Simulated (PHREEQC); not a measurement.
KOH is added in steps, without added water, to 1 kg of water holding 0.054 mol/kgw HF, 0.2 mol/kgw NaF and 0.27 mol/kgw HCl, at 25 °C. Oxygen is held at 0.21 atm. No CO2 enters from the air. No solid was allowed to form.

Base run: PHREEQC, ion-association model, phreeqc.dat. Each further column changes one thing. The table gives HF (mol/kgw).

| KOH added (mol) | base | HF from 0.054 to 0.0486 mol/kgw | diluted 100-fold with water | solids may form |
|---|---|---|---|---|
| 0 | 0.242 | 0.237 | 0.00170 | 0.242 |
| 0.035 | 0.235 | 0.230 | 1.20e-12 | 0.235 |
| 0.0525 | 0.229 | 0.224 | 7.71e-13 | 0.229 |
| 0.0875 | 0.207 | 0.202 | 4.47e-13 | 0.207 |
| 0.1225 | 0.172 | 0.167 | 3.13e-13 | 0.172 |
| 0.14 | 0.153 | 0.148 | 2.71e-13 | 0.153 |
| 0.175 | 0.115 | 0.111 | 2.14e-13 | 0.115 |
| 0.21 | 0.0809 | 0.0768 | 1.76e-13 | 0.0809 |
| 0.2275 | 0.0654 | 0.0616 | 1.62e-13 | 0.0654 |
| 0.2625 | 0.0380 | 0.0345 | 1.39e-13 | 0.0380 |
| 0.2975 | 0.0149 | 0.0118 | 1.21e-13 | 0.0149 |
| 0.315 | 0.00481 | 0.00192 | 1.14e-13 | 0.00481 |
| 0.35 | 1.23e-10 | 9.99e-11 | 1.01e-13 | 1.23e-10 |

 Solids allowed in the column 'solids may form': Halite, Sylvite.
